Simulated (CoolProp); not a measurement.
Vapour-liquid equilibrium of propylene (1) + R115 (2) at 0.254 MPa; x and y are mole fractions of (1).

Computed with CoolProp (multi-fluid Helmholtz-energy mixture model, Lemmon 2013 and Lemmon 2016; pair parameters Bell 2016).

```csv
x,"bubble temperature, mixture model (K)","bubble temperature, Raoult's law (K)","y, mixture model","y, Raoult's law"
0.05,254.7,256.3,0.114,0.067
0.15,251.2,255.3,0.289,0.195
0.25,248.8,254.4,0.413,0.314
0.35,247.1,253.4,0.501,0.425
0.45,246.1,252.5,0.569,0.530
0.55,245.4,251.7,0.624,0.628
0.65,245.1,250.8,0.675,0.720
0.75,245.1,250.0,0.730,0.806
0.85,245.5,249.2,0.802,0.887
0.95,246.8,248.4,0.914,0.964
```

The largest gap from Raoult's law is -6.4 K in bubble temperature, at x = 0.45. y crosses x between x = 0.65 and 0.75: the model has an azeotrope there.

Pair parameters are fitted to limited data, so mixtures are less certain than the pure fluids.
